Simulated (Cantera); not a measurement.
Cantera run, input and output.

```python
import numpy as np
import cantera as ct

gas = ct.Solution("h2o2.yaml")
gas.TPX = 1200, 42000, {'H2': 1.3, 'O2': 0.58, 'N2': 5.6}
reactor = ct.IdealGasConstPressureReactor(gas, energy="off", clone=False)
net = ct.ReactorNet([reactor])
net.rtol, net.atol = 1e-08, 1e-18
show = ['H2', 'O2', 'H', 'OH', 'H2O2']
times = np.geomspace(2e-05, 3, 10)

steps = ct.SolutionArray(gas, extra=["t"])
rows = []
print(f"{'t/s':>10s}{'T/K':>9s}{'P/Pa':>11s}" + "".join(f"{s:>11s}" for s in show))
for t in times:
    while net.time < t:
        t_next = net.step()
        steps.append(gas.state, t=t_next)
    rows.append([np.interp(t, steps.t, y) for y in (steps.T, steps.P, *steps(*show).X.T)])
    print(f"{t:10.3e}{rows[-1][0]:9.1f}{rows[-1][1]:11.4g}" + "".join(f"{x:11.3e}" for x in rows[-1][2:]))
rate = np.gradient(steps.T, steps.t)
print("integrator steps:", len(steps.t))
if steps.T.max() > steps.T[0] + 200:
    print(f"time of steepest temperature rise: {steps.t[rate.argmax()]:.4e} s")
gas.TPX = 1200, 42000, {'H2': 1.3, 'O2': 0.58, 'N2': 5.6}
gas.equilibrate("TP")
print(f"equilibrium (TP): T = {gas.T:.1f} K  " + "  ".join(f"{s} {gas[s].X[0]:.3e}" for s in show))
```

Result:

```
       t/s      T/K       P/Pa         H2         O2          H         OH       H2O2
 2.000e-05   1200.0    4.2e+04  1.738e-01  7.754e-02  1.695e-08  1.002e-09  3.577e-11
 7.519e-05   1200.0    4.2e+04  1.738e-01  7.754e-02  2.393e-06  1.461e-07  1.238e-09
 2.827e-04   1200.0    4.2e+04  2.887e-02  1.433e-02  5.031e-02  2.345e-03  8.746e-07
 1.063e-03   1200.0    4.2e+04  1.942e-02  1.611e-03  9.223e-03  6.424e-04  3.843e-07
 3.995e-03   1200.0    4.2e+04  1.942e-02  9.802e-05  2.275e-03  1.569e-04  9.048e-08
 1.502e-02   1200.0    4.2e+04  2.003e-02  5.615e-06  5.735e-04  3.840e-05  1.786e-08
 5.646e-02   1200.0    4.2e+04  2.022e-02  3.739e-07  1.492e-04  9.906e-06  2.737e-09
 2.123e-01   1200.0    4.2e+04  2.027e-02  2.643e-08  3.949e-05  2.616e-06  2.869e-10
 7.980e-01   1200.0    4.2e+04  2.028e-02  1.886e-09  1.050e-05  6.952e-07  2.337e-11
 3.000e+00   1200.0    4.2e+04  2.029e-02  1.351e-10  2.795e-06  1.850e-07  1.725e-12
integrator steps: 2665
equilibrium (TP): T = 1200.0 K  H2 2.029e-02  O2 2.674e-14  H 4.366e-08  OH 2.889e-09  H2O2 4.269e-16
```

Computed with Cantera and the H2/O2 subset of GRI-Mech 3.0, which has no nitrogen chemistry. The temperature is held fixed by assumption; the heat of reaction is taken as removed at once.
